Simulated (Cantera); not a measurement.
A closed system holds: 1 mol CF4, 2.6 mol H2, held at 3573 K and 0.590 bar.

Cantera equilibrium calculation (NASA polynomials, part measured and part estimated; ideal gas, pure solids and liquids). Candidate condensed phases: C, C6H6, C7H8, C8H18; 95 gas species. Rates play no part.

What is the equilibrium state?


```
Item                                       Result
--------------------------------------  ---------
x(HF)                                       0.663
x(H)                                        0.177
x(F)                                       0.0455
x(H2)                                      0.0381
x(C3)                                      0.0372
x(CF)                                      0.0106
x(C2H)                                    0.00853
x(C)                                      0.00626
x(C2)                                     0.00559
gas amount                              5.554 mol
log10 activity of C(graphite) (absent)      -0.12
```
